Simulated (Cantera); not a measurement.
Feed: 1 mol C2F6, 0.12 mol CH4, equilibrated at 2.10 Torr.

Cantera equilibrium calculation (NASA polynomials, part measured and part estimated; ideal gas, pure solids and liquids). Candidate condensed phases: C, C6H6, C7H8, C8H18; 95 gas species. The feed counts by its element totals alone. Gases not in the tables: C2F6 and larger saturated fluorocarbons. The numbers say what is thermodynamically allowed, not how fast it happens.

x: gas mole fraction; n: condensed amount in mol.

```tsv
T (K)	x CF4	x HF	x CF2	x F	x CF3	x CF	x C2F4	n C(graphite)
900	0.742	0.258	2.00e-10	6.91e-12	(withheld)	<1e-12	<1e-12	0.740
1000	0.742	0.258	8.80e-9	4.70e-10	(withheld)	<1e-12	<1e-12	0.740
1100	0.742	0.258	1.93e-7	1.49e-8	(withheld)	<1e-12	5.34e-12	0.740
1200	0.742	0.258	2.52e-6	2.65e-7	(withheld)	1.46e-12	6.67e-11	0.740
1300	0.742	0.258	2.20e-5	3.03e-6	(withheld)	6.20e-11	5.65e-10	0.740
1400	0.742	0.258	0.000140	2.45e-5	(withheld)	1.54e-9	3.52e-9	0.740
1500	0.741	0.258	0.000695	0.000150	(withheld)	2.48e-8	1.72e-8	0.739
1600	0.739	0.258	0.00281	0.000734	(withheld)	2.81e-7	6.88e-8	0.738
1700	0.730	0.256	0.00956	0.00297	(withheld)	2.38e-6	2.31e-7	0.732
1800	0.707	0.252	0.0280	0.0102	(withheld)	1.58e-5	6.65e-7	0.717
1900	0.651	0.243	0.0710	0.0306	(withheld)	8.42e-5	1.62e-6	0.683
2000	0.536	0.222	0.154	0.0794	(withheld)	0.000369	3.20e-6	0.611
```

Problem. Fill in the missing entries.

Solution. 
- 900, x CF3: 5.56e-10
- 1000, x CF3: 1.18e-8
- 1100, x CF3: 1.43e-7
- 1200, x CF3: 1.14e-6
- 1300, x CF3: 6.62e-6
- 1400, x CF3: 2.97e-5
- 1500, x CF3: 0.000109
- 1600, x CF3: 0.000338
- 1700, x CF3: 0.000912
- 1800, x CF3: 0.00216
- 1900, x CF3: 0.00449
- 2000, x CF3: 0.00791
